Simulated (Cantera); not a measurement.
An adiabatic, constant-volume homogeneous reactor starts with CH4 : O2 : N2 = 1 : 5.41 : 20.3 (molar parts), at 1150 K and 9.87 atm. Integrator tolerance rtol = 1e-08.

Computed with Cantera and GRI-Mech 3.0 (53 species, 325 reactions).

```json
[
 {"quantity": "time of steepest temperature rise", "before": "6.03 ms", "after": "6.47 ms"},
 {"quantity": "temperature at 2.00 s", "before": "2151 K", "after": "2379 K"},
 {"quantity": "equilibrium temperature", "before": "2151 K", "after": "2379 K"},
 {"quantity": "x(CH4) at 2.00 s", "before": "<1e-12 (gas-phase equilibrium <1e-12)", "after": "<1e-12 (gas-phase equilibrium <1e-12)"},
 {"quantity": "x(O2) at 2.00 s", "before": "0.123 (gas-phase equilibrium 0.123)", "after": "0.0970 (gas-phase equilibrium 0.0970)"},
 {"quantity": "x(CH2O) at 2.00 s", "before": "<1e-12 (gas-phase equilibrium <1e-12)", "after": "1.13e-12 (gas-phase equilibrium 1.13e-12)"},
 {"quantity": "x(H) at 2.00 s", "before": "6.32e-6 (gas-phase equilibrium 6.32e-6)", "after": "4.67e-5 (gas-phase equilibrium 4.67e-5)"},
 {"quantity": "x(C2H6) at 2.00 s", "before": "<1e-12 (gas-phase equilibrium <1e-12)", "after": "<1e-12 (gas-phase equilibrium <1e-12)"}
]
```

Problem. What was changed between the two runs?
A. initial temperature 1150 to 1625 K
B. CH4 1 to 1.3 parts
C. pressure from 9.87 atm to 7.90 atm
D. initial temperature 1150 to 1000 K

Solution. B, CH4 1 to 1.3 parts
